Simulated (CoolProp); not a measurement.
Acetone along the isotherm 149.55 °C: fugacity coefficient from the reference equation and from simpler models built on Tc = 235.0 °C, pc = 4.692 MPa, ω = 0.307; each cubic takes its own stable root.

Values from CoolProp's reference Helmholtz-energy equation of state, Lemmon 2006. It is a short technical equation, of lower accuracy than the large ones.

```tsv
p (MPa)	phase	reference
0.587	gas	0.9040
1.17	liquid	0.7897
1.76	liquid	0.5333
2.35	liquid	0.4057
2.93	liquid	0.3304
3.52	liquid	0.2793
4.11	liquid	0.2430
4.69	liquid	0.2162
5.28	liquid	0.1950
5.87	liquid	0.1781
6.45	liquid	0.1645
7.04	liquid	0.1531
```

How far does each simpler model (van der Waals, Soave-Redlich-Kwong, Peng-Robinson) lie from the reference over these 12 states: mean and median of the absolute difference, and the worst?


- van der Waals: mean 73.3 %, median 86.0 %, worst +99.9 % at 149.55 °C and 7.04 MPa
- Soave-Redlich-Kwong: mean 8.2 %, median 8.5 %, worst +11.2 % at 149.55 °C and 7.04 MPa
- Peng-Robinson: mean 4.8 %, median 5.0 %, worst +6.3 % at 149.55 °C and 7.04 MPa

At some of these states van der Waals gives the other phase, because its saturation line lies elsewhere.
